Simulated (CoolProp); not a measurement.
Vapour-liquid equilibrium of R125 (1) + ethanol (2) at 0.0843 MPa; x and y are mole fractions of (1).

Values from CoolProp's multi-fluid Helmholtz-energy mixture model, Lemmon 2005 and Schroeder 2014; pair parameters Bell 2016.

```
x     bubble temperature (K)  y at the bubble point  dew temperature at overall composition x (K)  liquid density (mol/L)
----  ----------------------  ---------------------  --------------------------------------------  ----------------------
0.05                   268.7                  0.986                                         345.7                   17.29
0.2                    237.8                  0.999                                    (withheld)              (withheld)
0.35                   230.7                  1.000                                         336.6                   16.31
0.5               (withheld)                  1.000                                         330.7                   15.54
0.65                   225.8                  1.000                                         323.0                   14.74
0.8                    224.3                  1.000                                         311.8                   13.90
0.95                   222.3                  1.000                                    (withheld)              (withheld)
```

Problem. What belongs in the gaps?

Solution. 
- 0.2, dew temperature at overall composition x (K): 341.5
- 0.2, liquid density (mol/L): 17.01
- 0.5, bubble temperature (K): 227.6
- 0.95, dew temperature at overall composition x (K): 287.6
- 0.95, liquid density (mol/L): 13.02

No azeotrope shows between x = 0.05 and 0.95.

Pair parameters are fitted to limited data, so mixtures are less certain than the pure fluids. With so large a gap from Raoult's law the liquid may split in two, which this calculation doesn't test in full.
